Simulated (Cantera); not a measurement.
An isothermal, constant-pressure homogeneous reactor starts with NH₃ : N₂ = 1 : 0.18 (molar parts), at 2325 K and 26000 Pa. Integrator tolerance rtol = 1e-08.

Computed with Cantera and the gas-phase N/H chemistry of the illustrative SiF4/NH3 mechanism in the Surface Chemkin manual (1991). Walls and surfaces, which speed up NH3 decomposition in real reactors, are not modelled.

Q: What does this change do: pressure from 26000 Pa to 1300 Pa?

A: 
```csv
quantity,before,after
x(NH₃) at 4.00 s,1.01e-6 (gas-phase equilibrium 1.01e-6),7.73e-8 (gas-phase equilibrium 4.45e-8)
x(N₂H₂) at 4.00 s,<1e-12 (gas-phase equilibrium <1e-12),<1e-12 (gas-phase equilibrium <1e-12)
x(N₂H₄) at 4.00 s,<1e-12 (gas-phase equilibrium <1e-12),<1e-12 (gas-phase equilibrium <1e-12)
x(H) at 4.00 s,0.0178 (gas-phase equilibrium 0.0178),0.0729 (gas-phase equilibrium 0.0767)
x(NH₂) at 4.00 s,8.54e-8 (gas-phase equilibrium 8.54e-8),2.87e-8 (gas-phase equilibrium 1.74e-8)
x(N₂) at 4.00 s,0.309 (gas-phase equilibrium 0.309),0.301 (gas-phase equilibrium 0.300)
```
